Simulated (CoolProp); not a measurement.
Carbon dioxide along the isotherm 322.2 K: density (kg/m³) from the reference equation and from simpler models built on Tc = 304.1 K, pc = 73.77 bar, ω = 0.224; each cubic takes its own stable root.

The numbers come from the reference Helmholtz-energy equation of state, Span 1996 in CoolProp.

```tsv
p (bar)	phase	reference
56.7	gas	125.6
113	supercritical	549.9
170	supercritical	747.6
227	supercritical	818.4
284	supercritical	863.8
340	supercritical	897.4
397	supercritical	925.1
454	supercritical	948.6
511	supercritical	968.9
567	supercritical	986.7
624	supercritical	1003
681	supercritical	1018
738	supercritical	1032
```

**Question.** How far does each simpler model (van der Waals, Soave-Redlich-Kwong, Peng-Robinson) lie from the reference over these 13 states: mean and median of the absolute difference, and the worst?

**Answer.** 
- van der Waals: mean 22.1 %, median 24.9 %, worst -25.6 % at 322.2 K and 738 bar
- Soave-Redlich-Kwong: mean 7.2 %, median 6.2 %, worst -15.0 % at 322.2 K and 113 bar
- Peng-Robinson: mean 4.2 %, median 4.5 %, worst -8.6 % at 322.2 K and 113 bar
